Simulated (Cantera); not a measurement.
Input (Python, Cantera) and output of one run.

```python
import numpy as np
import cantera as ct

gas_names = [...]  # 95 gases of nasa_gas.yaml made of C, F, H
cond_names = """
    C(gr) C6H6(L) C7H8(L) C8H18(L),n-octa
""".split()


# ... load() reads the species with a 1 bar reference pressure and builds the phases ...
atoms = {
    'c-C4F8': {'C': 4, 'F': 8},
    'CH4': {'C': 1, 'H': 4},
    'H2': {'H': 2},
}
top_T = {'C(gr)': 4500}  # K; cautious upper limits of use, not melting points


# ... equilibrate(T, P, feed) seeds the gas with the atoms and calls Mixture.equilibrate('TP', solver="vcs", rtol=1e-11, max_steps=5000) ...
results = []
feed = {'c-C4F8': 1, 'CH4': 0.044, 'H2': 5.2}  # mol
P = 13332.2  # Pa
for T in [1848, 2048, 2248, 2448, 2648, 2848, 3048, 3248, 3448]:
    mix = equilibrate(T, P, feed)
    results.append((T, P, feed, dict(zip(mix.species_names, mix.species_moles))))
    x = sorted(zip(gas.X, gas.species_names), reverse=True)
    print(f"T = {T:g} K  P = {P:g} Pa  gas = {mix.phase_moles(0):.4g} mol")
    print("   x: " + "  ".join(f"{s} {v:.3e}" for v, s in x if v > 0.0001))
    print("   condensed (mol): " + ("  ".join(f"{mix.phase(i).name} {mix.phase_moles(i):.4g}"
          for i in range(1, mix.n_phases) if mix.phase_moles(i) > 1e-12) or "none"))
```

Result:

```
T = 1848 K  P = 13332.2 Pa  gas = 9.29 mol
   x: HF 8.611e-01  H2 1.383e-01  H 5.401e-04
   condensed (mol): C(gr) 4.043
T = 2048 K  P = 13332.2 Pa  gas = 9.299 mol
   x: HF 8.603e-01  H2 1.372e-01  H 2.272e-03  C2H2,acetylene 1.439e-04
   condensed (mol): C(gr) 4.041
T = 2248 K  P = 13332.2 Pa  gas = 9.323 mol
   x: HF 8.581e-01  H2 1.341e-01  H 7.367e-03  C2H2,acetylene 4.441e-04
   condensed (mol): C(gr) 4.036
T = 2448 K  P = 13332.2 Pa  gas = 9.38 mol
   x: HF 8.526e-01  H2 1.266e-01  H 1.940e-02  C2H2,acetylene 1.095e-03  F 2.377e-04
   condensed (mol): C(gr) 4.023
T = 2648 K  P = 13332.2 Pa  gas = 9.496 mol
   x: HF 8.414e-01  H2 1.125e-01  H 4.272e-02  C2H2,acetylene 2.192e-03  F 9.606e-04
   condensed (mol): C(gr) 3.998
T = 2848 K  P = 13332.2 Pa  gas = 9.7 mol
   x: HF 8.211e-01  H2 9.089e-02  H 7.976e-02  C2H2,acetylene 3.550e-03  F 3.337e-03  C2H 4.253e-04  C3 4.231e-04  CF 2.765e-04
   condensed (mol): C(gr) 3.947
T = 3048 K  P = 13332.2 Pa  gas = 10.04 mol
   x: HF 7.846e-01  H 1.273e-01  H2 6.485e-02  F 1.039e-02  C2H2,acetylene 4.627e-03  C3 3.871e-03  C2H 1.670e-03  CF 1.325e-03  C 5.959e-04  C2 3.970e-04  C4H2 1.378e-04
   condensed (mol): C(gr) 3.761
T = 3248 K  P = 13332.2 Pa  gas = 10.82 mol
   x: HF 7.048e-01  H 1.760e-01  H2 4.051e-02  F 2.872e-02  C3 2.668e-02  CF 5.328e-03  C2H 5.061e-03  C2H2,acetylene 4.891e-03  C 3.355e-03  C2 2.847e-03  C5 9.770e-04  C4H2 2.466e-04  CF2 2.144e-04  C4 1.741e-04
   condensed (mol): C(gr) 2.729
T = 3448 K  P = 13332.2 Pa  gas = 12.54 mol
   x: HF 5.586e-01  H 2.220e-01  C3 7.770e-02  F 6.506e-02  H2 2.394e-02  CF 1.357e-02  C 1.251e-02  C2 1.063e-02  C2H 8.363e-03  C5 3.042e-03  C2H2,acetylene 3.023e-03  C4 6.547e-04  CF2 4.013e-04  CH 1.672e-04  C4H2 1.590e-04  C2HF 1.207e-04
   condensed (mol): none
```

Cantera equilibrium calculation (NASA polynomials, part measured and part estimated; ideal gas, pure solids and liquids). The feed counts by its element totals alone.
